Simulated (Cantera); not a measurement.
What does this Cantera script print?

```python
import numpy as np
import cantera as ct

gas_names = [...]  # 118 gases of nasa_gas.yaml made of C, Cl, F, H
cond_names = """
    C(gr) C6H6(L) C7H8(L) C8H18(L),n-octa
""".split()


# ... load() reads the species with a 1 bar reference pressure and builds the phases ...
atoms = {
    'CH2F2': {'C': 1, 'H': 2, 'F': 2},
    'HCl': {'H': 1, 'CL': 1},
    'H2': {'H': 2},
}
top_T = {'C(gr)': 4500}  # K; cautious upper limits of use, not melting points


# ... equilibrate(T, P, feed) seeds the gas with the atoms and calls Mixture.equilibrate('TP', solver="vcs", rtol=1e-11, max_steps=5000) ...
results = []
feed = {'CH2F2': 1, 'HCl': 1.3, 'H2': 0.58}  # mol
P = 2200  # Pa
for T in [1500, 1650, 1800, 1950, 2100, 2250, 2400, 2550, 2700, 2850, 3000, 3150, 3300, 3450]:
    mix = equilibrate(T, P, feed)
    results.append((T, P, feed, dict(zip(mix.species_names, mix.species_moles))))

top = {s: max(r[3][s] / sum(r[3][g] for g in gas_names) for r in results) for s in gas_names}
cols = sorted((s for s in top if top[s] > 0.001), key=lambda s: -top[s])[:9]
seen = [c for c in cond_names if any(r[3].get(c, 0) > 1e-12 for r in results)]
print("log10 of partial pressures in bar; condensed amounts in mol")
print(f"{'T/K':>10s}" + "".join(f"{s[:9]:>10s}" for s in cols + seen))
for T, P, feed, n in results:
    ng = sum(n[g] for g in gas_names)
    print(f"{T:10.4g}" + "".join(f"{np.log10(max(n[s] / ng * P / 1e5, 1e-99)):10.3f}" for s in cols)
          + "".join(f"{n.get(c, 0):10.4g}" for c in seen))
```

Output:

```
log10 of partial pressures in bar; condensed amounts in mol
       T/K        HF         H       HCL        CL        H2         F        C3         C        C2     C(gr)
      1500    -1.945    -5.996    -2.133    -5.739    -2.483   -10.020   -17.738   -16.764   -18.831         1
      1650    -1.946    -5.283    -2.133    -5.039    -2.483    -8.880   -15.117   -14.491   -16.207    0.9999
      1800    -1.946    -4.687    -2.135    -4.456    -2.483    -7.929   -12.941   -12.597   -14.025    0.9998
      1950    -1.947    -4.182    -2.141    -3.965    -2.482    -7.123   -11.106   -10.996   -12.182    0.9994
      2100    -1.950    -3.747    -2.154    -3.553    -2.481    -6.434    -9.540    -9.626   -10.606    0.9983
      2250    -1.956    -3.370    -2.182    -3.210    -2.482    -5.838    -8.187    -8.439    -9.242    0.9959
      2400    -1.967    -3.043    -2.232    -2.933    -2.489    -5.318    -7.008    -7.401    -8.052    0.9912
      2550    -1.984    -2.762    -2.315    -2.718    -2.512    -4.858    -5.973    -6.486    -7.004    0.9822
      2700    -2.008    -2.529    -2.439    -2.559    -2.567    -4.441    -5.056    -5.674    -6.074    0.9633
      2850    -2.041    -2.347    -2.612    -2.452    -2.670    -4.050    -4.238    -4.948    -5.244    0.9056
      3000    -2.085    -2.220    -2.842    -2.392    -2.836    -3.677    -3.506    -4.295    -4.499    0.6609
      3150    -2.152    -2.144    -3.129    -2.378    -3.066    -3.325    -3.021    -3.764    -3.943         0
      3300    -2.221    -2.082    -3.407    -2.374    -3.288    -3.007    -3.082    -3.447    -3.771         0
      3450    -2.329    -2.037    -3.690    -2.388    -3.516    -2.749    -3.197    -3.178    -3.655         0
```

Equilibrium computed with Cantera from the NASA thermochemical tables; the gas is ideal and each condensed phase is pure. The tables' values for CCl are old estimates; treat these amounts as uncertain.
